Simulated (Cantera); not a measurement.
## Adiabatic ignition

An adiabatic, constant-pressure homogeneous reactor starts with C3H8 : O2 : N2 = 1 : 9.26 : 34.8 (molar parts), equivalence ratio 0.54, at 1175 K and 18.0 bar.

Cantera simulation using GRI-Mech 3.0 (53 species, 325 reactions); the numbers are that mechanism's predictions, not measurements. GRI-Mech 3.0 was tuned for natural gas; its chemistry of propane as a main component is partial and can be far from experiment. The pressure lies above the range GRI-Mech 3.0 was tuned for (to about 10 atm).

| t (s) | T (K) | x C3H8 | x O2 | x O | x NO2 | x H2O | x CH4 |
|---|---|---|---|---|---|---|---|
| 3.00e-6 | 1175 | 0.0222 | 0.206 | 4.59e-11 | <1e-12 | 9.82e-9 | 1.11e-8 |
| 6.97e-6 | 1175 | 0.0222 | 0.206 | 9.62e-11 | <1e-12 | 5.50e-8 | 6.19e-8 |
| 1.62e-5 | 1175 | 0.0222 | 0.206 | 2.43e-10 | <1e-12 | 3.71e-7 | 3.56e-7 |
| 3.76e-5 | 1175 | 0.0222 | 0.205 | 7.09e-10 | <1e-12 | 2.92e-6 | 2.17e-6 |
| 8.74e-5 | 1175 | 0.0221 | 0.205 | 1.52e-9 | <1e-12 | 1.97e-5 | 1.21e-5 |
| 0.000203 | 1175 | 0.0220 | 0.205 | 1.89e-9 | <1e-12 | 7.95e-5 | 4.51e-5 |
| 0.000472 | 1176 | 0.0217 | 0.205 | 2.76e-9 | <1e-12 | 0.000271 | 0.000137 |
| 0.00110 | 1180 | 0.0199 | 0.204 | 1.21e-8 | <1e-12 | 0.00148 | 0.000518 |
| 0.00254 | 2316 | <1e-12 | 0.0916 | 0.000390 | 1.80e-6 | 0.0851 | <1e-12 |
| 0.00591 | 2312 | <1e-12 | 0.0908 | 0.000381 | 6.79e-6 | 0.0852 | <1e-12 |
| 0.0137 | 2306 | <1e-12 | 0.0893 | 0.000365 | 1.55e-5 | 0.0852 | <1e-12 |
| 0.0319 | 2300 | <1e-12 | 0.0877 | 0.000348 | 2.53e-5 | 0.0853 | <1e-12 |
| 0.0741 | 2297 | <1e-12 | 0.0870 | 0.000340 | 2.97e-5 | 0.0853 | <1e-12 |
| 0.172 | 2296 | <1e-12 | 0.0870 | 0.000340 | 3.00e-5 | 0.0853 | <1e-12 |
| 0.400 | 2296 | <1e-12 | 0.0870 | 0.000340 | 3.00e-5 | 0.0853 | <1e-12 |
x: mole fraction; the columns are a selection and need not sum to one.

The time of steepest temperature rise comes out as 1.48 ms. The temperature at 0.400 s comes out as 2296 K. The equilibrium temperature comes out as 2296 K and the x(C3H8) at 0.400 s is <1e-12 (gas-phase equilibrium <1e-12). The x(O2) at 0.400 s is 0.0870 (gas-phase equilibrium 0.0870) and the x(O) at 0.400 s is 0.000340 (gas-phase equilibrium 0.000340).
